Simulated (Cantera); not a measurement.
A closed system holds: 1 mol SiCl₄, 9.2 mol H₂, 0.89 mol HCl, at 1077 °C and 85000 Pa.

Method: chemical equilibrium by Gibbs-energy minimisation in Cantera with the NASA 1993 tables (ideal gas, pure condensed phases). Candidate condensed phases: Si; 19 gas species. The tables' values for SiCl₃ are old estimates; treat these amounts as uncertain. Rates play no part.

Base state: H₂ 0.782, HCl 0.129, SiCl₄ 0.0500, SiHCl₃ 0.0174, SiCl₂ 0.0104, SiCl₃ 0.0102, SiH₂Cl₂ 0.000878, SiH₃Cl 1.26e-5 (mole fractions); condensed: gas only.

Question: What changes in the equilibrium state with this change: temperature from 1077 °C to 1102 °C?

Answer: 
| species | before | after |
|---|---|---|
| H₂ | 0.782 | 0.776 |
| HCl | 0.129 | 0.136 |
| SiCl₄ | 0.0500 | 0.0457 |
| SiCl₂ | 0.0104 | 0.0136 |
| SiCl₃ | 0.0102 | 0.0116 |
| SiHCl₃ | 0.0174 | 0.0166 |
| SiH₃Cl | 1.26e-5 | 1.38e-5 |
| SiH₂Cl₂ | 0.000878 | 0.000896 |
